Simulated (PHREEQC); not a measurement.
A solution holds 1.7 mmol/kgw CuCl2 and 150 mmol/kgw HNO3, at 25 °C. Closed to the air; pH follows from the charge balance.

Model: ion-association model, phreeqc.dat, run in PHREEQC.

Question: The ionic strength comes out as 0.155 mol/kgw. What activity coefficients do Cl-, Cu+2, H+, NO3-, CuCl+ get?

Answer: Cl- 0.73, Cu+2 0.35, H+ 0.81, NO3- 0.72, CuCl+ 0.74.

Precipitation was switched off in this run.
